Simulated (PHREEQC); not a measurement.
Arsenic or selenium liquor: an equilibrium model

Consider water at 30 °C with 16 mmol/kgw H2SeO4 and 150 mmol/kgw CaCl2. It is in equilibrium with CO2 at log p = 0 (atm). Otherwise closed; pH follows from the charge balance.

Computed with PHREEQC (ion-association model, wateq4f.dat).

Precipitation was switched off in this run.

**Question.** What pH, activity of water does the model give?

**Answer.** pH 1.68; activity of water 0.991.

**Question.** In which forms is Se present?

**Answer.** SeO4-2 70 %, HSeO4- 30 % of the Se.
